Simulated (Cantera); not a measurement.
A Cantera script and what it prints.

```python
import numpy as np
import cantera as ct

gas_names = """
    Fe FeO Fe(OH)2 H HNO HNO2 HNO3 HO2 H2 H2O H2O2 H2S H2SO4 N NH NH2 NH3 NH2OH NO NO2 NO3 N2 N2H2 N2H4
    N2O O OH O2 O3 S SH SN SO SO2 SO3 S2 S2O S8
""".split()
cond_names = """
    Fe(a) Fe(c) Fe(d) Fe(L) FeO(s) FeO(L) Fe(OH)2(s) Fe(OH)3(s) FeS(a) FeS(b) FeS(c) FeS(L) FeSO4(s)
    FeS2(s) Fe2O3(s) Fe2S3O12(s) Fe3O4(s) H2O(s) H2O(L) H2SO4(L) S(cr1) S(cr2) S(L)
""".split()


# ... load() reads the species with a 1 bar reference pressure and builds the phases ...
atoms = {
    'FeS': {'Fe': 1, 'S': 1},
    'H2S': {'H': 2, 'S': 1},
    'N2': {'N': 2},
    'SO3': {'S': 1, 'O': 3},
}
top_T = {'FeSO4(s)': 950, 'FeS2(s)': 1010, 'Fe2O3(s)': 1830, 'Fe2S3O12(s)': 1100, 'Fe3O4(s)': 1870}  # K; cautious upper limits of use, not melting points


# ... equilibrate(T, P, feed) seeds the gas with the atoms and calls Mixture.equilibrate('TP', solver="vcs", rtol=1e-11, max_steps=5000) ...
results = []
feed = {'FeS': 1, 'H2S': 3.9, 'N2': 18, 'SO3': 0.79}  # mol
P = 21000  # Pa
for T in [850, 950, 1050, 1150, 1250, 1350, 1450, 1550, 1650, 1750]:
    mix = equilibrate(T, P, feed)
    results.append((T, P, feed, dict(zip(mix.species_names, mix.species_moles))))

top = {s: max(r[3][s] / sum(r[3][g] for g in gas_names) for r in results) for s in gas_names}
cols = sorted((s for s in top if top[s] > 1e-05), key=lambda s: -top[s])[:6]
seen = [c for c in cond_names if any(r[3].get(c, 0) > 1e-12 for r in results)]
print("log10 of partial pressures in bar; condensed amounts in mol")
print(f"{'T/K':>10s}" + "".join(f"{s[:9]:>10s}" for s in cols + seen))
for T, P, feed, n in results:
    ng = sum(n[g] for g in gas_names)
    print(f"{T:10.4g}" + "".join(f"{np.log10(max(n[s] / ng * P / 1e5, 1e-99)):10.3f}" for s in cols)
          + "".join(f"{n.get(c, 0):10.4g}" for c in seen))
```

Output:

```
log10 of partial pressures in bar; condensed amounts in mol
       T/K        N2       H2O        S2       H2S        H2       SO2    FeS(c)    FeS(L)   FeS2(s)
       850    -0.783    -1.692    -2.051    -1.818    -3.752    -3.176         0         0         1
       950    -0.793    -1.702    -1.875    -1.838    -3.281    -3.192         1         0         0
      1050    -0.794    -1.696    -1.854    -1.876    -2.858    -3.313         1         0         0
      1150    -0.796    -1.696    -1.831    -1.934    -2.538    -3.357         1         0         0
      1250    -0.798    -1.700    -1.806    -2.018    -2.306    -3.321         1         0         0
      1350    -0.800    -1.708    -1.783    -2.124    -2.144    -3.225         1         0         0
      1450    -0.802    -1.720    -1.767    -2.244    -2.030    -3.100         1         0         0
      1550    -0.804    -1.737    -1.757    -2.368    -1.948    -2.970         0         1         0
      1650    -0.806    -1.759    -1.754    -2.489    -1.885    -2.852         0         1         0
      1750    -0.807    -1.786    -1.757    -2.605    -1.835    -2.753         0    0.9997         0
```

Method: chemical equilibrium by Gibbs-energy minimisation in Cantera with the NASA 1993 tables (ideal gas, pure condensed phases). FeS: taken at fixed stoichiometry. Gases not in the tables: S3 to S7.
